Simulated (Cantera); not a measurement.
**Equilibrium for carbothermic reduction: Fe3O4 + CH4 + CO**

Charge: 1 mol Fe3O4, 1.2 mol CH4, 0.024 mol CO, equilibrated at 1.00 bar.

Method: chemical equilibrium by Gibbs-energy minimisation in Cantera with the NASA 1993 tables (ideal gas, pure condensed phases). Candidate condensed phases: C, C6H6, C7H8, C8H18, Fe, Fe(CO)5, FeO, Fe(OH)2, Fe(OH)3, Fe2O3, Fe3O4, H2O; 114 gas species. Each liquid is taken as pure. Mutual solubility and eutectic melting of coexisting phases are not modelled. The tables' stoichiometric FeO is somewhat more stable than real wüstite, so its field is too wide. FeO: taken at fixed stoichiometry. Equilibrium is a limit: real reactors are often held back by kinetics, nucleation or transport.

```json
[
 {"T (K)": "1698", "log p H2": "-0.35", "log p CO": "-0.53", "log p H2O": "-0.67", "log p Fe": "-5.22", "log p CO2": "-1.39", "log p H": "-4.01", "log p OH": "-5.63", "n Fe(δ)": "1.11", "n FeO(l)": "1.89", "n Fe(l)": "0"},
 {"T (K)": "1773", "log p H2": "-0.34", "log p CO": "-0.52", "log p H2O": "-0.68", "log p Fe": "-4.70", "log p CO2": "-1.43", "log p H": "-3.72", "log p OH": "-5.26", "n Fe(δ)": "1.09", "n FeO(l)": "1.91", "n Fe(l)": "0"},
 {"T (K)": "1848", "log p H2": "-0.34", "log p CO": "-0.52", "log p H2O": "-0.68", "log p Fe": "-4.24", "log p CO2": "-1.46", "log p H": "-3.45", "log p OH": "-4.92", "n Fe(δ)": "0", "n FeO(l)": "1.92", "n Fe(l)": "1.08"},
 {"T (K)": "1923", "log p H2": "-0.34", "log p CO": "-0.52", "log p H2O": "-0.68", "log p Fe": "-3.83", "log p CO2": "-1.48", "log p H": "-3.20", "log p OH": "-4.60", "n Fe(δ)": "0", "n FeO(l)": "1.92", "n Fe(l)": "1.08"},
 {"T (K)": "1998", "log p H2": "-0.35", "log p CO": "-0.51", "log p H2O": "-0.68", "log p Fe": "-3.45", "log p CO2": "-1.50", "log p H": "-2.97", "log p OH": "-4.30", "n Fe(δ)": "0", "n FeO(l)": "1.92", "n Fe(l)": "1.08"},
 {"T (K)": "2073", "log p H2": "-0.35", "log p CO": "-0.51", "log p H2O": "-0.67", "log p Fe": "-3.10", "log p CO2": "-1.52", "log p H": "-2.75", "log p OH": "-4.02", "n Fe(δ)": "0", "n FeO(l)": "1.92", "n Fe(l)": "1.08"},
 {"T (K)": "2148", "log p H2": "-0.35", "log p CO": "-0.51", "log p H2O": "-0.67", "log p Fe": "-2.77", "log p CO2": "-1.54", "log p H": "-2.56", "log p OH": "-3.77", "n Fe(δ)": "0", "n FeO(l)": "1.92", "n Fe(l)": "1.07"},
 {"T (K)": "2223", "log p H2": "-0.35", "log p CO": "-0.51", "log p H2O": "-0.67", "log p Fe": "-2.47", "log p CO2": "-1.56", "log p H": "-2.37", "log p OH": "-3.53", "n Fe(δ)": "0", "n FeO(l)": "1.92", "n Fe(l)": "1.07"},
 {"T (K)": "2298", "log p H2": "-0.36", "log p CO": "-0.51", "log p H2O": "-0.67", "log p Fe": "-2.18", "log p CO2": "-1.57", "log p H": "-2.20", "log p OH": "-3.31", "n Fe(δ)": "0", "n FeO(l)": "1.92", "n Fe(l)": "1.06"},
 {"T (K)": "2373", "log p H2": "-0.36", "log p CO": "-0.51", "log p H2O": "-0.67", "log p Fe": "-1.92", "log p CO2": "-1.59", "log p H": "-2.04", "log p OH": "-3.10", "n Fe(δ)": "0", "n FeO(l)": "1.92", "n Fe(l)": "1.03"},
 {"T (K)": "2448", "log p H2": "-0.37", "log p CO": "-0.52", "log p H2O": "-0.68", "log p Fe": "-1.68", "log p CO2": "-1.61", "log p H": "-1.89", "log p OH": "-2.91", "n Fe(δ)": "0", "n FeO(l)": "1.92", "n Fe(l)": "0.999"},
 {"T (K)": "2523", "log p H2": "-0.38", "log p CO": "-0.53", "log p H2O": "-0.69", "log p Fe": "-1.45", "log p CO2": "-1.63", "log p H": "-1.75", "log p OH": "-2.73", "n Fe(δ)": "0", "n FeO(l)": "1.92", "n Fe(l)": "0.940"},
 {"T (K)": "2598", "log p H2": "-0.40", "log p CO": "-0.54", "log p H2O": "-0.70", "log p Fe": "-1.23", "log p CO2": "-1.65", "log p H": "-1.62", "log p OH": "-2.56", "n Fe(δ)": "0", "n FeO(l)": "1.92", "n Fe(l)": "0.845"}
]
```
log p: log10 of the partial pressure in bar; n: condensed amount in mol.

From 1698 K to 1773 K the condensed part is Fe(δ) + FeO(l). From 1848 K to 2598 K the condensed part is Fe(l) + FeO(l). The main Fe-bearing gas is Fe(OH)2 at 1698 K and Fe at 2598 K.
